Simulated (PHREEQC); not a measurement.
Dissolve 0.00016 mol HF, 0.0016 mol (CH3)4NF and 0.029 mol HCl per kg of water at 20 °C. Closed to the air; pH follows from the charge balance.

Computed with PHREEQC (ion-association model, phreeqc.dat).

The pH is 1.62 and the ionic strength is 0.0291 mol/kgw. The total alkalinity is -29.2 meq/kg.

| species | molality | activity | log γ |
|---|---|---|---|
| Cl- | 0.0290 | 0.0246 | -0.071 |
| H+ | 0.0275 | 0.0241 | -0.057 |
| HF | 0.00170 | 0.00171 | 0.003 |
| (CH3)4N+ | 0.00160 | 0.00136 | -0.070 |
| F- | 6.11e-5 | 5.18e-5 | -0.072 |
| HF2- | 3.82e-7 | 3.26e-7 | -0.069 |

Precipitation was switched off in this run. Complexes and solids missing from the database can't appear. (CH3)4N+ isn't in the database: it is added as a free cation with an ion size of 4 Å.
